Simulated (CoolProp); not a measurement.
Properties of R245ca at several states (Tc = 447.6 K, pc = 39.41 bar, ω = 0.355).

Model: reference Helmholtz-energy equation of state, Zhou 2016, in CoolProp.

```tsv
T (K)	p (bar)	phase	density (kg/m³)	cv (kJ/(kg K))	expansivity (1/kK)	fugacity coefficient
445.4	5.59	gas	21.35	1.106	2.707	0.9497
284.6	100	liquid	1441	0.9862	1.557	0.008321
249.1	2.86	liquid	1505	0.9489	1.533	0.03276
272.3	100	liquid	1469	0.9741	1.509	0.004827
```
